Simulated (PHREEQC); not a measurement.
Make-up at 25 °C: 0.0038 mol H2SO4, 3.6e-05 mol LiCl and 0.013 mol Fe2(SO4)3 per kg of water. Closed to the air; pH follows from the charge balance.

Model: ion-association model, phreeqc.dat, run in PHREEQC.

This is a speciation only: nothing precipitates in the calculation.

Task: Order these S species by the share of S that they hold, largest first: Fe(SO4)2-, HSO4-, SO4-2, FeSO4+, FeHSO4+2.

Result: FeSO4+ (48 %), SO4-2 (31 %), Fe(SO4)2- (13 %), HSO4- (7.3 %), FeHSO4+2 (1.0 %)

The pH is 2.36 and the ionic strength 0.0502 mol/kgw. Saturation is exceeded, for instance for Hematite (slow to form), Goethite (slow to form); the values hold only as long as no solid forms. Species that the database lacks are ignored.
